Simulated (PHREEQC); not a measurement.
**Ultrapure water in contact with air or piping: an equilibrium model**

Synthetic water in mmol/kgw, 25 °C, pH 6.65, pe 0.7:

| constituent | mmol/kgw |
|---|---|
| Na | 0.0164 |
| K | 0.00297 |
| Ca | 0.00844 |
| Mg | 0.00193 |
| Cl | 0.0193 |
| S(6) | 0.00249 |
| Alkalinity (meq/kgw) | 0.016 |
| Sr | 0.00113 |
| F | 0.00023 |
| Si | 0.000604 |
| B | 0.00078 |

Valence states are taken as typed.

The numbers come from PHREEQC with the ion-association model, wateq4f.dat.

```json
{
  "ionic_strength": "5.56e-5 mol/kgw",
  "charge_balance_error": "2.2 %"
}
```

```tsv
species	molality	activity	log γ
Cl-	1.93e-5	1.91e-5	-0.004
Na+	1.64e-5	1.63e-5	-0.004
HCO3-	1.62e-5	1.60e-5	-0.004
Ca+2	8.43e-6	8.15e-6	-0.015
CO2	8.07e-6	8.07e-6	0.000
K+	2.97e-6	2.94e-6	-0.004
SO4-2	2.48e-6	2.40e-6	-0.015
Mg+2	1.93e-6	1.86e-6	-0.015
```

No solid was allowed to form. SiF6-2 is the database's only silicon fluoride. Real BF4- forms and hydrolyses slowly; the run takes it at equilibrium.
